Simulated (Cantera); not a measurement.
# Adiabatic ignition

An adiabatic, constant-volume homogeneous reactor starts with 3.48 % C3H8, 19.6 % O2, 73.5 % N2, 3.41 % H2O, equivalence ratio 0.89, at 1775 K and 1.01 bar.

Model: GRI-Mech 3.0 (53 species, 325 reactions), integrated in Cantera. GRI-Mech 3.0 was tuned for natural gas; its chemistry of propane as a main component is partial and can be far from experiment.

```
t (s)     T (K)  P (bar)   x C3H8    x O2   x H2O     x NO2   x C2H6     x CO    x CH2
--------  -----  -------  -------  ------  ------  --------  -------  -------  -------
8.00e-6    1797     1.07  0.00799   0.172  0.0467  1.26e-10  0.00131  0.00837  4.39e-5
2.13e-5    2696     1.72   <1e-12  0.0443   0.109   4.18e-8   <1e-12   0.0537   <1e-12
5.65e-5    2878     1.81   <1e-12  0.0412   0.117   3.89e-7   <1e-12   0.0497   <1e-12
0.000150   2941     1.84   <1e-12  0.0388   0.121   1.66e-6   <1e-12   0.0480   <1e-12
0.000399   2935     1.84   <1e-12  0.0363   0.121   3.80e-6   <1e-12   0.0481   <1e-12
0.00106    2929     1.83   <1e-12  0.0346   0.122   5.27e-6   <1e-12   0.0482   <1e-12
0.00282    2929     1.83   <1e-12  0.0344   0.122   5.42e-6   <1e-12   0.0482   <1e-12
0.00748    2929     1.83   <1e-12  0.0344   0.122   5.42e-6   <1e-12   0.0482   <1e-12
0.0199     2929     1.83   <1e-12  0.0344   0.122   5.42e-6   <1e-12   0.0482   <1e-12
0.0528     2929     1.83   <1e-12  0.0344   0.122   5.42e-6   <1e-12   0.0482   <1e-12
0.140      2929     1.83   <1e-12  0.0344   0.122   5.42e-6   <1e-12   0.0482   <1e-12
0.373      2929     1.83   <1e-12  0.0344   0.122   5.42e-6   <1e-12   0.0482   <1e-12
0.991      2929     1.83   <1e-12  0.0344   0.122   5.42e-6   <1e-12   0.0482   <1e-12
2.63       2929     1.83   <1e-12  0.0344   0.122   5.42e-6   <1e-12   0.0482   <1e-12
7.00       2929     1.83   <1e-12  0.0344   0.122   5.42e-6   <1e-12   0.0482   <1e-12
```
x: mole fraction; the columns are a selection and need not sum to one.

The time of steepest temperature rise is 12.5 µs, the temperature at 7.00 s is 2929 K and the equilibrium temperature is 2929 K. The x(C3H8) at 7.00 s comes out as <1e-12 (gas-phase equilibrium <1e-12), the x(O2) at 7.00 s is 0.0344 (gas-phase equilibrium 0.0344) and the x(H2O) at 7.00 s is 0.122 (gas-phase equilibrium 0.122).
